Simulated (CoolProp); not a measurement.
A single-stage vapour-compression cycle with the fluid: evaporating at 288.15 K (dew point), condensing at 354.15 K (bubble point), superheat 8 K, subcooling 2 K, compressor efficiency 0.85, no pressure losses. The same conditions are run with several fluids, on thermodynamics alone (safety and materials aside).

Computed with CoolProp (reference Helmholtz-energy equation of state of each fluid (propylene: Lemmon 2013; propane: Lemmon 2009; isobutane: Bücker 2006; hydrogen sulfide: Lemmon 2006; trans-2-butene: Lemmon 2005; cis-2-butene: Lemmon 2005)).

```tsv
fluid	cooling COP	pressure ratio	discharge temperature (K)	refrigerating effect (kJ/kg)	volumetric capacity (kJ/m³)
propylene	2.01	[?]	[?]	173	[?]
propane	2.07	[?]	371.4	[?]	2600
isobutane	2.43	5.30	357.0	187	[?]
hydrogen sulfide	2.32	4.13	440.1	285	7160
trans-2-butene	[?]	6.02	364.6	247	1000
cis-2-butene	2.79	6.22	[?]	263	964
```

### Question
Some entries are withheld; supply them.

### Answer

- propylene, pressure ratio: 4.25
- propylene, discharge temperature (K): 378.9
- propylene, volumetric capacity (kJ/m³): 3090
- propane, pressure ratio: 4.36
- propane, refrigerating effect (kJ/kg): 172
- isobutane, volumetric capacity (kJ/m³): 1230
- trans-2-butene, cooling COP: 2.72
- cis-2-butene, discharge temperature (K): 369.5
